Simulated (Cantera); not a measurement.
A freely propagating, adiabatic, planar premixed flame of CH4 : C2H6 : O2 : N2 = 1 : 1.2 : 5.64 : 24.8 (molar parts), equivalence ratio 1.1, unburnt at 375 K and 4.00 bar; mixture-averaged transport, grid criteria slope 0.08 and curve 0.16, no radiation.

Cantera simulation using GRI-Mech 3.0 (53 species, 325 reactions); the numbers are that mechanism's predictions, not measurements. Burning velocities carry a grid error of a few per cent, more on coarse grids.

Task: What does this change do: inlet temperature 375 to 400 K?

Result: 
```csv
quantity,before,after
laminar burning velocity,28.8 cm/s,32.6 cm/s
thermal thickness,0.158 mm,0.152 mm
peak x(C2H2),0.000865,0.000887
peak x(H2O2),0.000169,0.000168
peak x(H2),0.0176,0.0179
```

Task: What does this change do: inlet temperature 375 to 323 K?

Result: 
```json
[
 {"quantity": "laminar burning velocity", "before": "28.8 cm/s", "after": "22.0 cm/s"},
 {"quantity": "thermal thickness", "before": "0.158 mm", "after": "0.172 mm"},
 {"quantity": "peak x(C2H2)", "before": "0.000865", "after": "0.000829"},
 {"quantity": "peak x(H2O2)", "before": "0.000169", "after": "0.000173"},
 {"quantity": "peak x(H2)", "before": "0.0176", "after": "0.0170"}
]
```
